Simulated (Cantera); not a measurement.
Cantera run:

```python
import numpy as np
import cantera as ct

gas_names = [...]  # 87 gases of nasa_gas.yaml made of C, H, Si
cond_names = """
    C(gr) C6H6(L) C7H8(L) C8H18(L),n-octa Si(cr) Si(L) SiC(b)
""".split()


# ... load() reads the species with a 1 bar reference pressure and builds the phases ...
atoms = {
    'SiH4': {'Si': 1, 'H': 4},
    'CH4': {'C': 1, 'H': 4},
    'H2': {'H': 2},
}
top_T = {'C(gr)': 4500, 'SiC(b)': 3050}  # K; cautious upper limits of use, not melting points


# ... equilibrate(T, P, feed) seeds the gas with the atoms and calls Mixture.equilibrate('TP', solver="vcs", rtol=1e-11, max_steps=5000) ...
results = []
feed = {'SiH4': 1, 'CH4': 0.042, 'H2': 2.1}  # mol
T = 2323  # K
P = 133.322  # Pa
mix = equilibrate(T, P, feed)
results.append((T, P, feed, dict(zip(mix.species_names, mix.species_moles))))
print(gas.report(threshold=0.001))
for i in range(1, mix.n_phases):
    print(f"{mix.phase(i).name:16s} {mix.phase_moles(i):12.5e} mol")
```

Result:

```
       temperature   2323 K
          pressure   133.32 Pa
           density   4.3872e-05 kg/m^3
  mean mol. weight   6.3558 kg/kmol
   phase of matter   gas

                          1 kg             1 kmol
                     ---------------   ---------------
          enthalpy        2.8674e+07        1.8224e+08  J
   internal energy        2.5635e+07        1.6293e+08  J
           entropy             39731        2.5252e+05  J/K
    Gibbs function       -6.3621e+07       -4.0436e+08  J
 heat capacity c_p              4717             29980  J/K
 heat capacity c_v            3408.8             21666  J/K

                      mass frac. Y      mole frac. X     chem. pot. / RT
                     ---------------   ---------------   ---------------
                 H          0.036686           0.23132           -13.548
                H2           0.19081           0.60156           -27.096
                Si           0.70352           0.15921           -8.3963
              SiC2          0.011367         0.0013864           -17.427
               SiH         0.0072785         0.0015901           -21.944
              Si2C          0.043773         0.0040805           -21.308
     [  +81 minor]         0.0065682        0.00085667

C(gr)             0.00000e+00 mol
Si(L)             0.00000e+00 mol
SiC(b)            0.00000e+00 mol
```

Method: chemical equilibrium by Gibbs-energy minimisation in Cantera with the NASA 1993 tables (ideal gas, pure condensed phases). Gases not in the tables: Si2H6 and higher silanes.
